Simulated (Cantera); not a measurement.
A closed system holds: 1 mol FeS2, 0.43 mol SO2, 8.5 mol O2, at 1.00 bar.

These are equilibrium values from Cantera (NASA tables, ideal gas, pure condensed phases), not measurements of a reactor. Candidate condensed phases: Fe, FeO, FeS, FeSO4, FeS2, Fe2O3, Fe2(SO4)3, Fe3O4, S; 12 gas species. The numbers say what is thermodynamically allowed, not how fast it happens.

Which condensed phases are stable at each of these points (T (°C)): 602, 702, 802, 902, 1002, 1102, 1202?


| T (°C) | condensed phases | Fe condensed (%) |
|---|---|---|
| 602 | Fe2(SO4)3(s) | 100.0 |
| 702 | Fe2O3(s) + Fe2(SO4)3(s) | 100.0 |
| 802 | Fe2O3(s) | 100.0 |
| 902 | Fe2O3(s) | 100.0 |
| 1002 | Fe2O3(s) | 100.0 |
| 1102 | Fe2O3(s) | 100.0 |
| 1202 | Fe2O3(s) | 100.0 |

At 602 °C the condensed part is Fe2(SO4)3(s). At 702 °C the condensed part is Fe2O3(s) + Fe2(SO4)3(s). From 802 °C to 1202 °C the condensed part is Fe2O3(s).
